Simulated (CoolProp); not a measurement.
Vapour pressure (bar) of R123: the reference equation beside estimates from Tc = 456.8 K, pc = 36.62 bar, ω = 0.282. Clausius-Clapeyron is anchored at 363.5 K with a constant enthalpy of vaporisation of 21.38 kJ/mol.

The numbers come from the reference Helmholtz-energy equation of state, Younglove 1994 in CoolProp. It is a modified Benedict-Webb-Rubin equation, recast in Helmholtz form.

```
T (K)  reference  Lee-Kesler  Clausius-Clapeyron  van der Waals  Redlich-Kwong  Soave-Redlich-Kwong  Peng-Robinson
-----  ---------  ----------  ------------------  -------------  -------------  -------------------  -------------
359.1      5.665       5.691               5.772          12.94          7.937                5.710          5.640
363.5      6.294       6.323               6.294          13.69          8.666                6.350          6.269
367.9      6.974       7.005               6.850          14.47          9.440                7.042          6.950
372.2      7.690       7.723               7.426          15.27          10.24                7.771          7.668
376.6      8.478       8.512               8.050          16.11          11.11                8.574          8.459
381        9.325       9.359               8.710          16.97          12.02                9.437          9.310
385.3      10.21       10.25               9.391          17.85          12.96                10.34          10.20
389.7      11.18       11.22               10.13          18.77          13.98                11.33          11.18
394.1      12.22       12.25               10.90          19.72          15.05                12.39          12.23
398.4      13.30       13.33               11.70          20.68          16.14                13.49          13.32
402.8      14.48       14.51               12.55          21.69          17.31                14.69          14.51
407.2      15.74       15.77               13.45          22.73          18.54                15.97          15.78
```

Absolute difference from the reference over all 12 rows, mean and median: Lee-Kesler 0.3 and 0.4 %, Clausius-Clapeyron 7.2 and 7.3 %, van der Waals 81.5 and 78.4 %, Redlich-Kwong 28.3 and 27.9 %, Soave-Redlich-Kwong 1.2 and 1.2 %, Peng-Robinson 0.2 and 0.2 %.
